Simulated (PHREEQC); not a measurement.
0.027 g of hydrous ferric oxide (600 m²/g; 0.2 weak and 0.005 strong sites per Fe, Dzombak-Morel constants, diffuse double layer) in 1 kg of water with 0.3 mol/kgw of an inert sodium salt and 4.2e-07 mol NaF, at 25 °C; the pH is set by adding NaOH or the inert anion's acid. Oxygen is held at 0.21 atm. CO2 from the air is kept out. Nothing may precipitate in this run.

Computed with PHREEQC (ion-association model, wateq4f.dat).

```json
[
 {"pH": "4", "F sorbed (%)": "10.0", "surface charge σ (C/m²)": "0.349", "surface potential ψ (mV)": "123"},
 {"pH": "4.75", "F sorbed (%)": "8.5", "surface charge σ (C/m²)": "0.295", "surface potential ψ (mV)": "115"},
 {"pH": "5.12", "F sorbed (%)": "6.9", "surface charge σ (C/m²)": "0.255", "surface potential ψ (mV)": "107"},
 {"pH": "5.88", "F sorbed (%)": "3.5", "surface charge σ (C/m²)": "0.167", "surface potential ψ (mV)": "86"},
 {"pH": "6.25", "F sorbed (%)": "2.2", "surface charge σ (C/m²)": "0.129", "surface potential ψ (mV)": "74"},
 {"pH": "7", "F sorbed (%)": "0.8", "surface charge σ (C/m²)": "…", "surface potential ψ (mV)": "46"},
 {"pH": "7.75", "F sorbed (%)": "0.2", "surface charge σ (C/m²)": "0.020", "surface potential ψ (mV)": "15"},
 {"pH": "8.12", "F sorbed (%)": "…", "surface charge σ (C/m²)": "…", "surface potential ψ (mV)": "0"},
 {"pH": "8.88", "F sorbed (%)": "0.0", "surface charge σ (C/m²)": "-0.044", "surface potential ψ (mV)": "-33"},
 {"pH": "9.25", "F sorbed (%)": "0.0", "surface charge σ (C/m²)": "-0.068", "surface potential ψ (mV)": "-48"},
 {"pH": "10", "F sorbed (%)": "0.0", "surface charge σ (C/m²)": "-0.132", "surface potential ψ (mV)": "-75"}
]
```

**Question.** What belongs in the gaps?

**Answer.** 
- 7, surface charge σ (C/m²): 0.066
- 8.12, F sorbed (%): 0.1
- 8.12, surface charge σ (C/m²): -0.001
